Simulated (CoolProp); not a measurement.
Properties of R1224YDZ along the isobar 54.1 bar.

Values from CoolProp's reference Helmholtz-energy equation of state, Akasaka 2023.

| T (K) | phase | Z | cp (kJ/(kg K)) | isothermal compressibility (1/MPa) | expansivity (1/kK) | fugacity coefficient |
|---|---|---|---|---|---|---|
| 282.2 | liquid | 0.2414 | 1.107 | 0.001938 | 1.747 | 0.01814 |
| 299.5 | liquid | 0.2347 | 1.136 | 0.002389 | 1.873 | ? |
| 316.9 | liquid | 0.2294 | 1.169 | 0.003003 | 2.036 | 0.05774 |
| 334.3 | liquid | 0.2258 | 1.205 | 0.003864 | 2.250 | 0.09149 |
| 351.6 | liquid | 0.2237 | 1.245 | 0.005115 | 2.535 | 0.1358 |
| 369 | liquid | 0.2235 | 1.292 | 0.007053 | 2.929 | 0.1914 |
| 386.3 | liquid | 0.2256 | 1.347 | 0.01023 | 3.493 | 0.2570 |
| 403.7 | liquid | 0.2310 | 1.418 | ? | 4.374 | 0.3319 |
| 421.1 | liquid | 0.2419 | 1.526 | 0.02898 | 5.964 | 0.4131 |
| 438.4 | supercritical | 0.2648 | ? | 0.06905 | 9.781 | 0.4963 |
| 455.8 | supercritical | 0.3299 | 2.328 | 0.2757 | 22.15 | 0.5760 |
| 473.1 | supercritical | 0.4897 | 2.111 | 0.4353 | 19.93 | 0.6399 |

**Question.** Some entries are withheld; supply them.

**Answer.** 
- 299.5, fugacity coefficient: 0.03380
- 403.7, isothermal compressibility (1/MPa): 0.01610
- 438.4, cp (kJ/(kg K)): 1.744
